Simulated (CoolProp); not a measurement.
Properties of nitrogen at several states.

Computed with CoolProp (reference Helmholtz-energy equation of state, Span 2000).

```
T (K)  p (MPa)  phase  isothermal compressibility (1/MPa)  expansivity (1/kK)  Prandtl number  fugacity coefficient
-----  -------  -----  ----------------------------------  ------------------  --------------  --------------------
885.8    0.418    gas                               2.389               1.128           0.733                 1.002
480.1   0.0341    gas                               29.32               2.083           0.705                 1.000
137.3    0.388    gas                               2.658               7.990           0.783                0.9708
516.4   0.0815    gas                               12.27               1.937           0.705                 1.000
```

Viscosity comes from a separate model (Lemmon 2004). Thermal conductivity comes from a separate model (Lemmon 2004).
